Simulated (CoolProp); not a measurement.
Saturated liquid density (kg/m³) of propylene glycol: the reference equation beside estimates from Tc = 674.0 K, pc = 7.292 MPa, ω = 0.327. Rackett uses Z = 0.29056 − 0.08775 ω.

Values from CoolProp's reference Helmholtz-energy equation of state, Eisenbach 2021.

| T (K) | reference | Rackett | Soave-Redlich-Kwong | Peng-Robinson |
|---|---|---|---|---|
| 313.1 | 1021 | 1160 | 1009 | 1134 |
| 332.4 | 1006 | 1140 | 995.5 | 1119 |
| 351.6 | 990.7 | 1119 | 980.9 | 1104 |
| 370.8 | 974.9 | 1098 | 965.3 | 1087 |
| 390 | 958.6 | 1077 | 948.6 | 1069 |
| 409.3 | 941.6 | 1055 | 930.7 | 1050 |
| 428.5 | 924.1 | 1032 | 911.6 | 1030 |
| 447.7 | 905.7 | 1008 | 891.1 | 1007 |
| 467 | 886.4 | 983.8 | 868.8 | 983.1 |
| 486.2 | 866.0 | 958.3 | 844.8 | 956.9 |
| 505.4 | 844.4 | 931.6 | 818.8 | 928.2 |
| 524.6 | 821.3 | 903.5 | 790.4 | 896.7 |

Absolute difference from the reference over all 12 rows, mean and median: Rackett 11.8 and 11.9 %, Soave-Redlich-Kwong 1.7 and 1.3 %, Peng-Robinson 11.0 and 11.2 %.
